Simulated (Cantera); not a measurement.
Feed: 1 mol C2H4, 3 mol H2O, held at 133 Pa.

Equilibrium computed with Cantera from the NASA thermochemical tables; the gas is ideal and each condensed phase is pure. Candidate condensed phases: C, C6H6, C7H8, C8H18, H2O; 110 gas species. Equilibrium is a limit: real reactors are often held back by kinetics, nucleation or transport.

Question: At 2773 K, list the 5 most abundant gas species with their mole fractions, and the condensed phases.

Answer: H 0.643, CO 0.172, H2 0.0996, O 0.0587, OH 0.0144. Condensed: gas only.
